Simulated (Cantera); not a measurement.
A closed system holds: 1 mol HBr, a varied amount of H2, 0.47 mol O2, at 2050 K and 1.00 bar.

Equilibrium computed with Cantera from the NASA thermochemical tables; the gas is ideal and each condensed phase is pure. Candidate condensed phases: Br2, H2O; 12 gas species. Kinetics and transport are ignored.

Q: At 0.71 mol H2, list the 7 most abundant gas species with their mole fractions, and the condensed phases.

A: H2O 0.480, HBr 0.283, Br 0.220, Br2 0.00727, H2 0.00406, O2 0.00244, OH 0.00187. Condensed: gas only.
